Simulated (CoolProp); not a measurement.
The numbers come from the reference Helmholtz-energy equation of state, Lemmon 2006 in CoolProp. It is a short technical equation, of lower accuracy than the large ones.

Give the vapour pressure (kPa), vapour density (kg/m³), enthalpy of vaporisation (kJ/kg), liquid cp (kJ/(kg K)) of saturated acetone at 54.15, 67.95 °C.


```json
[
 {"T (°C)": "54.15", "p (kPa)": "94.8", "vapour density (kg/m³)": "2.13", "enthalpy of vaporisation (kJ/kg)": "504", "liquid cp (kJ/(kg K))": "2.22"},
 {"T (°C)": "67.95", "p (kPa)": "150", "vapour density (kg/m³)": "3.28", "enthalpy of vaporisation (kJ/kg)": "488", "liquid cp (kJ/(kg K))": "2.27"}
]
```
